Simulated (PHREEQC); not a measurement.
# Reverse-osmosis permeate: speciation

A made-up water analysis in mg/L, 25 °C, pH 6.34, pe 1.3:

```
constituent            mg/L
------------------  -------
Na                     4.23
K                     0.162
Ca                    0.609
Mg                    0.427
Cl                    0.821
S(6) as SO4            6.13
Alkalinity as HCO3      5.7
Br                    0.461
Ba                    0.252
Fe(2)               0.00527
Sr                    0.486
B                    0.0157
```

Valence states are taken as typed.

The numbers come from PHREEQC with the ion-association model, wateq4f.dat.

Precipitation was switched off in this run.

Task: Predict the charge-balance error.

Result: charge-balance error 3.6 %.

Task: In which forms is Sr present?

Result: Sr+2 99 %, SrSO4 1.0 % of the Sr.
